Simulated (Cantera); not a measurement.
An isothermal, constant-pressure homogeneous reactor starts with CH₄ : N₂ = 1 : 160 (molar parts), at 1350 K and 1.00 bar.

Detailed kinetics in Cantera: GRI-Mech 3.0 (53 species, 325 reactions). GRI-Mech 3.0 stops at C3 and has no aromatics, soot or wall deposition, so with more carbon than oxygen in the feed, carbon stays in small species such as C2H2 where larger ones or solid carbon would form.

**Question.** Predict: x(CH₄) at 200 s; x(CH₃) at 200 s; x(C₂H₆) at 200 s; x(HCN) at 200 s; x(H₂) at 200 s.

**Answer.** 
| Property | Value |
|---|---|
| x(CH₄) at 200 s | 0.00103 (gas-phase equilibrium 6.08e-5) |
| x(CH₃) at 200 s | 5.08e-7 (gas-phase equilibrium 3.02e-8) |
| x(C₂H₆) at 200 s | 1.58e-7 (gas-phase equilibrium 7.09e-10) |
| x(HCN) at 200 s | 3.69e-9 (gas-phase equilibrium 0.00574) |
| x(H₂) at 200 s | 0.00769 (gas-phase equilibrium 0.00917) |
